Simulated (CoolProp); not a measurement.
Saturation properties of water (Tc = 647.1 K, pc = 220.6 bar, ω = 0.344).

Computed with CoolProp (reference Helmholtz-energy equation of state, Wagner 2002).

```csv
T (K),p (bar),liquid density (kg/m³),vapour density (kg/m³),enthalpy of vaporisation (kJ/kg),liquid conductivity (mW/(m K))
304,0.04459,995.3,0.03184,2428,616
307.9,0.05552,994.1,0.03916,2419,621
311.8,0.06870,992.7,0.04787,2409,627
315.7,(withheld),991.2,0.05817,2400,(withheld)
319.6,0.1033,989.6,0.07030,2391,636
323.4,(withheld),987.9,0.08412,(withheld),641
327.3,0.1513,986.1,0.1006,2372,645
331.2,0.1821,984.2,0.1198,2362,649
335.1,0.2182,982.1,0.1419,2353,653
339,0.2601,980.1,0.1673,(withheld),656
342.8,(withheld),977.9,0.1956,2334,659
346.7,0.3631,975.7,0.2287,2324,662
350.6,0.4273,973.3,0.2664,2314,665
```

Problem. Complete the blanks.

Solution. 
- 315.7, p (bar): 0.08450
- 315.7, liquid conductivity (mW/(m K)): 632
- 323.4, p (bar): 0.1251
- 323.4, enthalpy of vaporisation (kJ/kg): 2381
- 339, enthalpy of vaporisation (kJ/kg): 2343
- 342.8, p (bar): 0.3073

It boils at 373.1 K under 1 atm.

Thermal conductivity comes from a separate model (Huber 2012).
